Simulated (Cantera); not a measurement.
An adiabatic, constant-volume homogeneous reactor starts with CH4 : CO : O2 : N2 : C2H6 = 1 : 0.23 : 2.32 : 8.74 : 0.21 (molar parts), at 1175 K and 5.00 bar.

Cantera simulation using GRI-Mech 3.0 (53 species, 325 reactions); the numbers are that mechanism's predictions, not measurements.

x: mole fraction; the columns are a selection and need not sum to one.

```json
[
 {"t (s)": "9.00e-6", "T (K)": "1175", "P (bar)": "5.00", "x CH4": "0.0800", "x CO": "0.0184", "x O2": "0.186", "x O": "8.64e-11", "x OH": "1.24e-10", "x C2H4": "…"},
 {"t (s)": "2.37e-5", "T (K)": "1175", "P (bar)": "5.00", "x CH4": "0.0800", "x CO": "0.0184", "x O2": "0.186", "x O": "1.26e-10", "x OH": "2.87e-10", "x C2H4": "…"},
 {"t (s)": "6.25e-5", "T (K)": "1175", "P (bar)": "5.00", "x CH4": "0.0800", "x CO": "0.0184", "x O2": "0.186", "x O": "2.25e-10", "x OH": "8.60e-10", "x C2H4": "…"},
 {"t (s)": "0.000165", "T (K)": "1175", "P (bar)": "5.00", "x CH4": "0.0800", "x CO": "0.0184", "x O2": "0.186", "x O": "5.62e-10", "x OH": "3.51e-9", "x C2H4": "…"},
 {"t (s)": "0.000434", "T (K)": "1175", "P (bar)": "5.00", "x CH4": "0.0800", "x CO": "0.0184", "x O2": "0.186", "x O": "3.24e-9", "x OH": "2.44e-8", "x C2H4": "…"},
 {"t (s)": "0.00114", "T (K)": "1192", "P (bar)": "5.08", "x CH4": "0.0783", "x CO": "0.0184", "x O2": "0.183", "x O": "9.70e-8", "x OH": "7.45e-7", "x C2H4": "…"},
 {"t (s)": "0.00301", "T (K)": "2977", "P (bar)": "13.4", "x CH4": "1.09e-12", "x CO": "0.0704", "x O2": "0.00412", "x O": "0.00184", "x OH": "0.0125", "x C2H4": "<1e-12"},
 {"t (s)": "0.00794", "T (K)": "2977", "P (bar)": "13.4", "x CH4": "1.09e-12", "x CO": "0.0704", "x O2": "0.00412", "x O": "0.00184", "x OH": "0.0125", "x C2H4": "<1e-12"},
 {"t (s)": "0.0209", "T (K)": "2977", "P (bar)": "13.4", "x CH4": "1.09e-12", "x CO": "0.0704", "x O2": "0.00412", "x O": "0.00184", "x OH": "0.0125", "x C2H4": "<1e-12"},
 {"t (s)": "0.0551", "T (K)": "2977", "P (bar)": "13.4", "x CH4": "1.09e-12", "x CO": "0.0704", "x O2": "0.00412", "x O": "0.00184", "x OH": "0.0125", "x C2H4": "<1e-12"},
 {"t (s)": "0.145", "T (K)": "2977", "P (bar)": "13.4", "x CH4": "1.09e-12", "x CO": "0.0704", "x O2": "0.00412", "x O": "0.00184", "x OH": "0.0125", "x C2H4": "<1e-12"},
 {"t (s)": "0.383", "T (K)": "2977", "P (bar)": "13.4", "x CH4": "1.09e-12", "x CO": "0.0704", "x O2": "0.00412", "x O": "0.00184", "x OH": "0.0125", "x C2H4": "<1e-12"},
 {"t (s)": "1.01", "T (K)": "2977", "P (bar)": "13.4", "x CH4": "1.09e-12", "x CO": "0.0704", "x O2": "0.00412", "x O": "0.00184", "x OH": "0.0125", "x C2H4": "<1e-12"},
 {"t (s)": "2.66", "T (K)": "2977", "P (bar)": "13.4", "x CH4": "1.09e-12", "x CO": "0.0704", "x O2": "0.00412", "x O": "0.00184", "x OH": "0.0125", "x C2H4": "<1e-12"},
 {"t (s)": "7.00", "T (K)": "2977", "P (bar)": "13.4", "x CH4": "1.09e-12", "x CO": "0.0704", "x O2": "0.00412", "x O": "0.00184", "x OH": "0.0125", "x C2H4": "<1e-12"}
]
```

Q: Complete the blanks.

A: 
- 9.00e-6, x C2H4: 2.05e-8
- 2.37e-5, x C2H4: 1.25e-7
- 6.25e-5, x C2H4: 7.77e-7
- 0.000165, x C2H4: 5.07e-6
- 0.000434, x C2H4: 4.84e-5
- 0.00114, x C2H4: 0.00159
